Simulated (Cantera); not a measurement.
SrCl2 + O2 + N2 (halide evaporation, hydrolysis and transport)

A closed system holds: 1 mol SrCl2, 4.5 mol O2, 410 mol N2, at 75.0 Torr.

Cantera equilibrium calculation (NASA polynomials, part measured and part estimated; ideal gas, pure solids and liquids). Candidate condensed phases: Sr, SrCl2, SrO; 16 gas species. Mutual solubility and eutectic melting of coexisting phases are not modelled. Condensed phases not in the tables: oxide chlorides. Rates play no part.

| T (°C) | x N2 | x O2 | x NO | x SrCl2 | x O | x Cl | n SrCl2(l) | n SrO(s) |
|---|---|---|---|---|---|---|---|---|
| 1052 | 0.989 | 0.0108 | 0.000118 | 0.000205 | 9.05e-8 | 1.09e-5 | 0.913 | 0.00228 |
| 1127 | 0.988 | 0.0107 | 0.000184 | 0.000854 | 3.10e-7 | 3.19e-5 | 0.639 | 0.00667 |
| 1202 | 0.987 | 0.0107 | 0.000273 | 0.00237 | 9.38e-7 | 7.38e-5 | 0 | 0.0154 |
| 1277 | 0.987 | 0.0106 | 0.000390 | 0.00236 | 2.55e-6 | 9.95e-5 | 0 | 0.0208 |
| 1352 | 0.986 | 0.0105 | 0.000539 | 0.00234 | 6.31e-6 | 0.000131 | 0 | 0.0272 |
| 1427 | 0.986 | 0.0104 | 0.000723 | 0.00232 | 1.44e-5 | 0.000168 | 0 | 0.0350 |
| 1502 | 0.986 | 0.0103 | 0.000944 | 0.00230 | 3.07e-5 | 0.000212 | 0 | 0.0440 |
| 1577 | 0.986 | 0.0101 | 0.00120 | 0.00227 | 6.14e-5 | 0.000262 | 0 | 0.0542 |
| 1652 | 0.986 | 0.00994 | 0.00150 | 0.00225 | 0.000116 | 0.000319 | 0 | 0.0655 |
| 1727 | 0.986 | 0.00971 | 0.00184 | 0.00221 | 0.000208 | 0.000382 | 0 | 0.0773 |
| 1802 | 0.985 | 0.00943 | 0.00221 | 0.00217 | 0.000358 | 0.000451 | 0 | 0.0882 |
| 1877 | 0.985 | 0.00910 | 0.00262 | 0.00212 | 0.000589 | 0.000526 | 0 | 0.0949 |
x: gas mole fraction; n: condensed amount in mol.

From 1052 °C to 1127 °C the condensed part is SrCl2(l) + SrO(s). From 1202 °C to 1877 °C the condensed part is SrO(s). The main Sr-bearing gas is SrCl2 throughout. The share of Sr in condensed phases is highest at 1052 °C (91.5 %) and lowest at 1202 °C (1.5 %).
